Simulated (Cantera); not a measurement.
# Cu2O + CH4 + N2 (carbothermic reduction)

Feed: 1 mol Cu2O, a varied amount of CH4, 0.73 mol N2, equilibrated at 1523 K and 0.0133 bar.

Method: chemical equilibrium by Gibbs-energy minimisation in Cantera with the NASA 1993 tables (ideal gas, pure condensed phases). Candidate condensed phases: C, C6H6, C7H8, C8H18, Cu, CuO, Cu(OH)2, Cu2O, H2O; 139 gas species. The numbers say what is thermodynamically allowed, not how fast it happens.

```json
[
 {"n(CH4) (mol)": "0.37", "x H2": "0.141", "x N2": "0.396", "x H2O": "0.260", "x CO": "0.119", "x CO2": "0.0817", "x Cu": "0.000903", "n Cu(l)": "2.00", "n C(graphite)": "0"},
 {"n(CH4) (mol)": "0.55", "x H2": "0.309", "x N2": "0.306", "x H2O": "0.153", "x CO": "0.195", "x CO2": "0.0360", "x Cu": "0.000903", "n Cu(l)": "2.00", "n C(graphite)": "0"},
 {"n(CH4) (mol)": "0.72", "x H2": "0.418", "x N2": "0.252", "x H2O": "0.0802", "x CO": "0.232", "x CO2": "0.0166", "x Cu": "0.000903", "n Cu(l)": "2.00", "n C(graphite)": "0"},
 {"n(CH4) (mol)": "0.89", "x H2": "0.496", "x N2": "0.214", "x H2O": "0.0271", "x CO": "0.256", "x CO2": "0.00522", "x Cu": "0.000903", "n Cu(l)": "2.00", "n C(graphite)": "0"},
 {"n(CH4) (mol)": "1.1", "x H2": "0.559", "x N2": "0.185", "x H2O": "2.76e-6", "x CO": "0.254", "x CO2": "4.68e-7", "x Cu": "0.000903", "n Cu(l)": "2.00", "n C(graphite)": "0.0983"},
 {"n(CH4) (mol)": "1.2", "x H2": "0.580", "x N2": "0.176", "x H2O": "2.73e-6", "x CO": "0.242", "x CO2": "4.24e-7", "x Cu": "0.000903", "n Cu(l)": "2.00", "n C(graphite)": "0.198"},
 {"n(CH4) (mol)": "1.4", "x H2": "0.617", "x N2": "0.161", "x H2O": "2.65e-6", "x CO": "0.221", "x CO2": "3.52e-7", "x Cu": "0.000903", "n Cu(l)": "2.00", "n C(graphite)": "0.398"},
 {"n(CH4) (mol)": "1.6", "x H2": "0.648", "x N2": "0.148", "x H2O": "2.55e-6", "x CO": "0.203", "x CO2": "2.98e-7", "x Cu": "0.000903", "n Cu(l)": "2.00", "n C(graphite)": "0.598"},
 {"n(CH4) (mol)": "1.8", "x H2": "0.674", "x N2": "0.137", "x H2O": "2.46e-6", "x CO": "0.187", "x CO2": "2.55e-7", "x Cu": "0.000903", "n Cu(l)": "2.00", "n C(graphite)": "0.798"},
 {"n(CH4) (mol)": "1.9", "x H2": "0.686", "x N2": "0.132", "x H2O": "2.41e-6", "x CO": "0.181", "x CO2": "2.36e-7", "x Cu": "0.000903", "n Cu(l)": "2.00", "n C(graphite)": "0.898"},
 {"n(CH4) (mol)": "2.1", "x H2": "0.707", "x N2": "0.123", "x H2O": "2.32e-6", "x CO": "0.168", "x CO2": "2.06e-7", "x Cu": "0.000903", "n Cu(l)": "1.99", "n C(graphite)": "1.10"},
 {"n(CH4) (mol)": "2.3", "x H2": "0.726", "x N2": "0.115", "x H2O": "2.23e-6", "x CO": "0.158", "x CO2": "1.80e-7", "x Cu": "0.000903", "n Cu(l)": "1.99", "n C(graphite)": "1.30"},
 {"n(CH4) (mol)": "2.4", "x H2": "0.734", "x N2": "0.112", "x H2O": "2.18e-6", "x CO": "0.153", "x CO2": "1.70e-7", "x Cu": "0.000903", "n Cu(l)": "1.99", "n C(graphite)": "1.40"}
]
```
x: gas mole fraction; n: condensed amount in mol.

From 0.37 mol CH4 to 0.89 mol CH4 the condensed part is Cu(l). From 1.1 mol CH4 to 2.4 mol CH4 the condensed part is C(graphite) + Cu(l). The main Cu-bearing gas is Cu throughout.
